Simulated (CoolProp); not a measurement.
Saturation properties of ethanol (Tc = 241.6 °C, pc = 6.268 MPa, ω = 0.644).

Computed with CoolProp (reference Helmholtz-energy equation of state, Schroeder 2014).

```json
[
 {"T (°C)": "105.45", "p (MPa)": "0.2694", "vapour Z": "0.9384", "surface tension (mN/m)": "14.0", "liquid viscosity (µPa s)": "302", "vapour viscosity (µPa s)": "11.2", "liquid conductivity (mW/(m K))": "150"},
 {"T (°C)": "116.75", "p (MPa)": "0.3868", "vapour Z": "0.9222", "surface tension (mN/m)": "12.9", "liquid viscosity (µPa s)": "260", "vapour viscosity (µPa s)": "11.5", "liquid conductivity (mW/(m K))": "148"},
 {"T (°C)": "128.15", "p (MPa)": "0.5438", "vapour Z": "0.9033", "surface tension (mN/m)": "11.8", "liquid viscosity (µPa s)": "224", "vapour viscosity (µPa s)": "11.9", "liquid conductivity (mW/(m K))": "146"},
 {"T (°C)": "139.45", "p (MPa)": "0.7454", "vapour Z": "0.8818", "surface tension (mN/m)": "10.7", "liquid viscosity (µPa s)": "194", "vapour viscosity (µPa s)": "12.2", "liquid conductivity (mW/(m K))": "145"},
 {"T (°C)": "150.85", "p (MPa)": "1.004", "vapour Z": "0.8572", "surface tension (mN/m)": "9.51", "liquid viscosity (µPa s)": "168", "vapour viscosity (µPa s)": "12.6", "liquid conductivity (mW/(m K))": "143"},
 {"T (°C)": "162.15", "p (MPa)": "1.324", "vapour Z": "0.8296", "surface tension (mN/m)": "8.37", "liquid viscosity (µPa s)": "146", "vapour viscosity (µPa s)": "13.0", "liquid conductivity (mW/(m K))": "141"},
 {"T (°C)": "173.45", "p (MPa)": "1.716", "vapour Z": "0.7984", "surface tension (mN/m)": "7.22", "liquid viscosity (µPa s)": "127", "vapour viscosity (µPa s)": "13.4", "liquid conductivity (mW/(m K))": "139"},
 {"T (°C)": "184.85", "p (MPa)": "2.196", "vapour Z": "0.7628", "surface tension (mN/m)": "6.05", "liquid viscosity (µPa s)": "110", "vapour viscosity (µPa s)": "13.9", "liquid conductivity (mW/(m K))": "137"},
 {"T (°C)": "196.15", "p (MPa)": "2.764", "vapour Z": "0.7223", "surface tension (mN/m)": "4.88", "liquid viscosity (µPa s)": "95.8", "vapour viscosity (µPa s)": "14.4", "liquid conductivity (mW/(m K))": "135"},
 {"T (°C)": "207.55", "p (MPa)": "3.443", "vapour Z": "0.6741", "surface tension (mN/m)": "3.68", "liquid viscosity (µPa s)": "82.8", "vapour viscosity (µPa s)": "15.2", "liquid conductivity (mW/(m K))": "134"},
 {"T (°C)": "218.85", "p (MPa)": "4.233", "vapour Z": "0.6145", "surface tension (mN/m)": "2.48", "liquid viscosity (µPa s)": "70.4", "vapour viscosity (µPa s)": "16.2", "liquid conductivity (mW/(m K))": "133"},
 {"T (°C)": "230.15", "p (MPa)": "5.157", "vapour Z": "0.5296", "surface tension (mN/m)": "1.24", "liquid viscosity (µPa s)": "56.5", "vapour viscosity (µPa s)": "17.8", "liquid conductivity (mW/(m K))": "135"}
]
```

It boils at 78.4 °C under 1 atm.

Viscosity comes from a separate model (Kiselev 2005). Thermal conductivity comes from a separate model (Assael 2013). Surface tension comes from a separate correlation (Mulero 2012).
